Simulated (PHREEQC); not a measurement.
## Brine: speciation

Dissolve 0.21 mol/kgw KCl at 25 °C. Closed to the air; pH follows from the charge balance.

Computed with PHREEQC (ion-association model, wateq4f.dat).

Each row changes one thing in this solution. No solid was allowed to form.

```
case                                           pH  ionic strength (mol/kgw)
------------------------------------------  -----  ------------------------
as made                                      6.97                     0.210
KCl replaced by NH4Cl at the same molality   5.08                     0.210
0.039 mol/kgw NH3 added                     10.90                     0.211
diluted 10-fold with water                   6.99                    0.0210
KCl replaced by CsCl at the same molality    6.97                     0.210
KCl replaced by K3PO4 at the same molality  12.22                      1.19
temperature from 25 to 40 °C                 6.75                     0.210
```

The ionic strength passes 0.7 mol/kgw, the rough limit of the ion-association models, in KCl replaced by K3PO4 at the same molality. Species that the database lacks are ignored. At this temperature some constants are extrapolated from 25 °C, and those without enthalpy data are left unchanged.
